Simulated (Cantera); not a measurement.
Charge: 1 mol Si₂Cl₆, 33 mol H₂, 0.43 mol HCl, held at 13.3 mbar.

Equilibrium computed with Cantera from the NASA thermochemical tables; the gas is ideal and each condensed phase is pure. Candidate condensed phases: Si; 19 gas species. The feed counts by its element totals alone. The tables' values for SiCl₃, SiCl are old estimates; treat these amounts as uncertain. Gases not in the tables: Si₂H₆ and higher silanes. Rates play no part.

log p: log10 of the partial pressure in bar; n: condensed amount in mol.

```tsv
T (K)	log p H₂	log p HCl	log p SiCl₂	log p SiCl₄	log p SiHCl₃	n Si(s)	n Si(l)
898	-1.90	-3.87	-5.70	-3.32	-3.91	…	0
998	-1.91	-3.47	-4.81	-3.37	-3.97	…	0
1098	-1.92	-3.17	-4.13	-3.51	-4.09	…	0
1198	-1.93	-2.98	-3.66	-3.83	-4.34	0.728	0
1298	-1.94	-2.90	-3.43	-4.41	-4.79	0.706	0
1398	-1.94	-2.88	-3.35	-5.12	-5.34	0.660	0
1498	-1.94	-2.88	-3.31	-5.82	-5.87	0.618	0
1598	-1.94	-2.88	-3.29	-6.45	-6.35	0.580	0
1698	-1.94	-2.89	-3.28	-7.01	-6.77	0	0.555
1798	-1.94	-2.87	-3.31	-7.48	-7.16	0	0.623
```

Problem. Fill in the missing entries.

Solution. 
- 898, n Si(s): 0.391
- 998, n Si(s): 0.508
- 1098, n Si(s): 0.652
